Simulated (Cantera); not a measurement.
**Reactions in the system F-H-S**

Cantera with NASA thermochemical tables; ideal gases at 1 bar, condensed phases pure. Values are per mole of reaction as written; species without (g) are pure solids or liquids, kept so even where they would boil at 1 bar.

S + 4 HF(g) ⇌ 2 H2(g) + SF4(g)

| T (K) | ΔH° (kJ) | ΔS° (J/K) | ΔG° (kJ) | log10 K | condensed phases |
|---|---|---|---|---|---|
| 300 | 327.0 | -166.2 | 376.9 | -65.62 | S(s) |
| 775 | 325.7 | -171.2 | 458.4 | -30.89 | S(l) |
| 825 | 326.3 | -170.5 | 466.9 | -29.56 | S(l) |
| 875 | 326.8 | -169.9 | 475.4 | -28.38 | S(l) |
| 925 | 327.3 | -169.4 | 483.9 | -27.33 | S(l) |
| 975 | 327.7 | -168.9 | 492.4 | -26.38 | S(l) |
| 1025 | 328.3 | -168.3 | 500.8 | -25.52 | S(l) |
